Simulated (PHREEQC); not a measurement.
A solution holds 0.0077 mol HF, 0.0052 mol H2SiF6 and 0.01 mol H2SO4 per kg of water, at 20 °C. Closed to the air; pH follows from the charge balance.

All values are PHREEQC results (ion-association model, phreeqc.dat), not measurements.

Q: The ionic strength comes out as 0.0351 mol/kgw. What activity coefficients do H+, SO4-2, HF2-, SiF6-2, HSO4- get?

A: H+ 0.87, SO4-2 0.51, HF2- 0.84, SiF6-2 0.51, HSO4- 0.84.

No solid was allowed to form. SiF6-2 is the database's only silicon fluoride.
